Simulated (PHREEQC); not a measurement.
**Metal-bearing waste water**

Make-up at 71 °C: 0.0013 mol/kgw FeCl3, 0.0013 mol/kgw H2SO4 and 0.22 mol/kgw NaCl. Closed to the air; pH follows from the charge balance.

The numbers come from PHREEQC with the ion-association model, phreeqc.dat.

Each row changes one thing in this solution. No solid was allowed to form.

| case | pH | ionic strength (mol/kgw) | FeOH+2 (mol/kgw) | FeCl+2 (mol/kgw) | Fe(OH)2+ (mol/kgw) | Fe+3 (mol/kgw) | SI of Goethite (FeOOH) | SI of Hematite (Fe2O3) |
|---|---|---|---|---|---|---|---|---|
| as made | 2.59 | 0.228 | 0.000612 | 0.000384 | 0.000126 | 5.77e-5 | +4.96 | +12.12 |
| NaCl from 0.22 to 0.044 mol/kgw | 2.54 | [?] | 0.000731 | 0.000127 | 0.000201 | 6.37e-5 | +5.17 | +12.53 |
| NaCl replaced by NH4Cl at the same molality | 2.59 | 0.227 | 0.000613 | 0.000388 | 0.000125 | 5.83e-5 | +4.96 | +12.11 |
| H2SO4 left out | [?] | 0.225 | 0.000683 | 0.000183 | [?] | 2.74e-5 | +5.75 | +13.70 |
| temperature from 71 to 50 °C | [?] | 0.228 | [?] | 0.000462 | 5.74e-5 | 0.000113 | +4.75 | +11.63 |

**Question.** Complete the blanks.

**Answer.** 
- NaCl from 0.22 to 0.044 mol/kgw, ionic strength (mol/kgw): 0.0515
- H2SO4 left out, pH: 2.96
- H2SO4 left out, Fe(OH)2+ (mol/kgw): 0.000331
- temperature from 71 to 50 °C, pH: 2.61
- temperature from 71 to 50 °C, FeOH+2 (mol/kgw): 0.000482

Some of these states are supersaturated (in Hematite (slow to form), Goethite (slow to form), for instance). At this temperature some constants are extrapolated from 25 °C, and those without enthalpy data are left unchanged.
